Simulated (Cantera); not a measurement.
Input (Python, Cantera) and output of one run.

```python
import numpy as np
import cantera as ct

gas_names = """
    NO2 NO
""".split()
cond_names = """
    Ti2O3(a) Ti2O3(b) Ti2O3(L) TiO2(ru) TiO2(L)
""".split()


# ... load() reads the species with a 1 bar reference pressure and builds the phases ...
species = {s.name: s for s in load("nasa_gas.yaml", gas_names) + load("nasa_condensed.yaml", cond_names)}
# Each term lists the table entries of one substance; the one whose range holds T is used.
reactions = {
    'NO2(g) + Ti2O3 = 2 TiO2 + NO(g)':
        [(-1, ['NO2']), (-1, ['Ti2O3(a)', 'Ti2O3(b)', 'Ti2O3(L)']), (2, ['TiO2(ru)', 'TiO2(L)']), (1, ['NO'])],
}


def pick(names, T):
    return next(species[n] for n in names if species[n].thermo.min_temp <= T <= species[n].thermo.max_temp)


results = []
for label, terms in reactions.items():
    print(label)
    print("     T/K   dH/kJ  dS/(J/K)   dG/kJ   log10 K")
    for T in [300, 1675, 1775, 1875, 1975, 2075, 2175, 2275, 2375, 2475, 2575, 2675]:
        used = [(nu, pick(names, T)) for nu, names in terms]
        dH = sum(nu * s.thermo.h(T) for nu, s in used) / 1e6
        dS = sum(nu * s.thermo.s(T) for nu, s in used) / 1e3
        dG = dH - T * dS / 1e3
        logK = -dG * 1e6 / (ct.gas_constant * T * np.log(10))
        results.append((label, T, dH, dS, dG, logK, [s.name for _, s in used]))
        print(f"{T:8g} {dH:8.1f} {dS:8.1f} {dG:8.1f} {logK:8.2f}")
```

It prints:

```
NO2(g) + Ti2O3 = 2 TiO2 + NO(g)
     T/K   dH/kJ  dS/(J/K)   dG/kJ   log10 K
     300   -311.6     -6.3   -309.7    53.93
    1675   -331.1    -27.2   -285.5     8.90
    1775   -332.7    -28.2   -282.7     8.32
    1875   -334.4    -29.1   -279.9     7.80
    1975   -336.2    -30.0   -276.9     7.32
    2075   -337.9    -30.8   -273.9     6.89
    2175   -308.6    -17.5   -270.6     6.50
    2275   -306.4    -16.5   -268.9     6.17
    2375   -304.2    -15.5   -267.3     5.88
    2475   -302.1    -14.6   -265.8     5.61
    2575   -299.9    -13.8   -264.4     5.36
    2675   -297.8    -13.0   -263.1     5.14
```

Standard-state values (1 bar) from the NASA 1993 polynomials, evaluated with Cantera. Condensed species are held in their standard states even where they would react or evaporate.
